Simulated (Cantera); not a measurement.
A closed system holds: 1 mol FeS₂, 1.1 mol H₂S, 28 mol N₂, a varied amount of O₂, equilibrated at 1623 K and 0.460 bar.

These are equilibrium values from Cantera (NASA tables, ideal gas, pure condensed phases), not measurements of a reactor. Candidate condensed phases: Fe, FeO, Fe(OH)₂, Fe(OH)₃, FeS, FeSO₄, FeS₂, Fe₂O₃, Fe₂(SO₄)₃, Fe₃O₄, H₂O, H₂SO₄, S; 38 gas species. Metal and sulfide melt together well below either melting point, which pure phases cannot show. Mutual solubility and eutectic melting of coexisting phases are not modelled. The tables' stoichiometric FeO is somewhat more stable than real wüstite, so its field is too wide. FeO, FeS: taken at fixed stoichiometry. Kinetics and transport are ignored.

### Question
Which condensed phases are stable at each of these points (n(O₂) (mol)): 0.38, 1.1, 1.8, 2.5, 3.2, 3.9, 4.6, 5.4?

### Answer
```
n(O₂) (mol)  condensed phases  Fe condensed (%)
-----------  ----------------  ----------------
0.38                   FeS(l)             100.0
1.1                    FeS(l)             100.0
1.8           FeO(s) + FeS(l)             100.0
2.5                    FeO(s)             100.0
3.2                    FeO(s)             100.0
3.9                    FeO(s)             100.0
4.6                  Fe₃O₄(s)             100.0
5.4                  Fe₃O₄(s)             100.0
```

From 0.38 mol O₂ to 1.1 mol O₂ the condensed part is FeS(l). At 1.8 mol O₂ the condensed part is FeO(s) + FeS(l). From 2.5 mol O₂ to 3.9 mol O₂ the condensed part is FeO(s). From 4.6 mol O₂ to 5.4 mol O₂ the condensed part is Fe₃O₄(s).
